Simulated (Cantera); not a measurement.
A Cantera script and what it prints.

```python
import numpy as np
import cantera as ct

gas_names = [...]  # 109 gases of nasa_gas.yaml made of C, Cl, H, Si
cond_names = """
    C(gr) C6H6(L) C7H8(L) C8H18(L),n-octa Si(cr) Si(L) SiC(b)
""".split()


# ... load() reads the species with a 1 bar reference pressure and builds the phases ...
atoms = {
    'SiHCl3': {'Si': 1, 'H': 1, 'CL': 3},
    'C2H4': {'C': 2, 'H': 4},
    'H2': {'H': 2},
}
top_T = {'C(gr)': 4500, 'SiC(b)': 3050}  # K; cautious upper limits of use, not melting points


# ... equilibrate(T, P, feed) seeds the gas with the atoms and calls Mixture.equilibrate('TP', solver="vcs", rtol=1e-11, max_steps=5000) ...
results = []
feed = {'SiHCl3': 1, 'C2H4': 0.56, 'H2': 4.6}  # mol
T = 900  # K
P = 37000  # Pa
mix = equilibrate(T, P, feed)
results.append((T, P, feed, dict(zip(mix.species_names, mix.species_moles))))
x = sorted(zip(gas.X, gas.species_names), reverse=True)
print(f"T = {T:g} K  P = {P:g} Pa  gas = {mix.phase_moles(0):.4g} mol")
print("   x: " + "  ".join(f"{s} {v:.3e}" for v, s in x if v > 1e-05))
print("   condensed (mol): " + ("  ".join(f"{mix.phase(i).name} {mix.phase_moles(i):.4g}"
      for i in range(1, mix.n_phases) if mix.phase_moles(i) > 1e-12) or "none"))
```

Result:

```
T = 900 K  P = 37000 Pa  gas = 6.581 mol
   x: H2 7.787e-01  SiCL4 9.849e-02  CH4 7.002e-02  HCL 4.817e-02  SiHCL3 4.522e-03  SiCL3 3.504e-05  SiH2CL2 1.970e-05
   condensed (mol): C(gr) 0.3375  SiC(b) 0.3217
```

These are equilibrium values from Cantera (NASA tables, ideal gas, pure condensed phases), not measurements of a reactor. The tables' values for SiCl3 are old estimates; treat these amounts as uncertain.
